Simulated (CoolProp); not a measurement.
Vapour-liquid equilibrium of n-pentane (1) + benzene (2) at 7.12 bar; x and y are mole fractions of (1).

Model: multi-fluid Helmholtz-energy mixture model, Thol 2019 and Thol 2012; pair parameters Bell 2016, in CoolProp.

Task: Give the bubble temperature and the first vapour's composition at x = 0.05, 0.125, 0.8. Is there an azeotrope?

Result: x = 0.05: 154.1 °C, y = 0.140; x = 0.125: 146.6 °C, y = 0.301; x = 0.8: 114.0 °C, y = 0.892. No azeotrope shows between x = 0.05 and 0.95.

Pair parameters are fitted to limited data, so mixtures are less certain than the pure fluids.
